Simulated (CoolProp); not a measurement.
A single-stage vapour-compression cycle with R142b: evaporating at 233.15 K (dew point), condensing at 260.15 K (bubble point), superheat 0 K, subcooling 2 K, compressor efficiency 0.75, no pressure losses. Each further row changes one setting.

Values from CoolProp's reference Helmholtz-energy equation of state, Lemmon 2006. It is a short technical equation, of lower accuracy than the large ones.

```
case                              cooling COP  pressure ratio  discharge temperature (K)  refrigerating effect (kJ/kg)  volumetric capacity (kJ/m³)
--------------------------------  -----------  --------------  -------------------------  ----------------------------  ---------------------------
as stated                                6.01            3.63                      281.0                           210                          263
evaporating temperature 238.15 K         7.66            2.78                      276.4                           213                          342
condensing temperature 255.15 K          7.50            2.93                      272.9                           216                          271
subcooling 7 K                           6.18            3.63                      281.0                           216                          271
superheat 10 K                           5.96            3.63                      291.7                           217                          261
compressor efficiency 0.65               5.21            3.63                      287.5                           210                          263
```
